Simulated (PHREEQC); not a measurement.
## Reverse-osmosis permeate: an equilibrium model

A made-up water analysis in mg/kgw, 25 °C, pH 6.42, pe 8.7:

| constituent | mg/kgw |
|---|---|
| Na | 2.34 |
| K | 0.208 |
| Ca | 1.77 |
| Mg | 0.00509 |
| Cl | 3.54 |
| S(6) as SO4 | 0.229 |
| Alkalinity as HCO3 | 5.4 |
| Si as SiO2 | 0.0156 |
| O(0) (dissolved oxygen) | 0.13 |
| Pb | 0.174 |
| Zn | 0.137 |

Valence states are taken as typed.

Equilibrium calculation in PHREEQC: ion-association model, wateq4f.dat.

Each row changes one thing in this solution. This is a speciation only: nothing precipitates in the calculation.

```tsv
case	HCO3- (mol/kgw)	CO2 (mol/kgw)	Pb+2 (mol/kgw)	PbCO3 (mol/kgw)	CaHCO3+ (mol/kgw)	PbHCO3+ (mol/kgw)	SI of Cerrusite (PbCO3)	SI of Pb(OH)2 (Pb(OH)2)
as made	8.84e-5	7.43e-5	6.50e-7	1.13e-7	4.63e-8	4.25e-8	-1.06	-1.53
pH from 6.42 to 5.92 at the same alkalinity	8.95e-5	0.000238	7.35e-7	4.08e-8	4.68e-8	4.86e-8	-1.50	-2.47
Pb from 0.174 to 0.087 mg/kgw	8.86e-5	7.44e-5	[?]	5.64e-8	4.64e-8	2.13e-8	-1.36	-1.83
pH from 6.42 to 6.12 at the same alkalinity	8.90e-5	0.000149	7.10e-7	[?]	4.66e-8	[?]	-1.32	[?]
all concentrations times 3 at the same typed pH	0.000263	0.000218	1.46e-6	[?]	3.92e-7	2.70e-7	-0.26	-1.20
```

Task: What belongs in the gaps?

Result: 
- Pb from 0.174 to 0.087 mg/kgw, Pb+2 (mol/kgw): 3.25e-7
- pH from 6.42 to 6.12 at the same alkalinity, PbCO3 (mol/kgw): 6.20e-8
- pH from 6.42 to 6.12 at the same alkalinity, PbHCO3+ (mol/kgw): 4.67e-8
- pH from 6.42 to 6.12 at the same alkalinity, SI of Pb(OH)2 (Pb(OH)2): -2.09
- all concentrations times 3 at the same typed pH, PbCO3 (mol/kgw): 7.05e-7
